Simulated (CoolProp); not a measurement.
Saturation properties of R245fa.

The numbers come from the reference Helmholtz-energy equation of state, Akasaka 2015 in CoolProp.

| T (°C) | p (bar) | liquid density (kg/m³) | vapour density (kg/m³) | liquid cp (kJ/(kg K)) | surface tension (mN/m) | liquid viscosity (µPa s) |
|---|---|---|---|---|---|---|
| 42.35 | 2.706 | ___ | 15.09 | 1.361 | 11.4 | 323 |
| 51.55 | 3.608 | 1263 | 19.94 | 1.388 | 10.3 | 291 |
| 60.65 | 4.711 | 1235 | ___ | 1.416 | 9.18 | 262 |
| 69.85 | 6.069 | 1205 | 33.38 | 1.448 | 8.08 | 236 |
| 79.05 | 7.704 | 1174 | ___ | 1.484 | 7.00 | 212 |
| 88.15 | 9.628 | ___ | 53.78 | 1.526 | 5.96 | ___ |
| 97.35 | 11.92 | 1105 | 67.76 | 1.578 | 4.94 | 171 |
| 106.45 | 14.57 | 1066 | ___ | 1.642 | 3.97 | 153 |

Problem. What belongs in the gaps?

Solution. 
- 42.35, liquid density (kg/m³): 1290
- 60.65, vapour density (kg/m³): 25.92
- 79.05, vapour density (kg/m³): 42.58
- 88.15, liquid density (kg/m³): 1141
- 88.15, liquid viscosity (µPa s): 191
- 106.45, vapour density (kg/m³): 84.99

It boils at 15.0 °C under 1 atm.

Viscosity comes from a separate model (Bell 2016), an estimate that may be off by 10 % or more. Surface tension comes from a separate correlation (Mulero 2012).
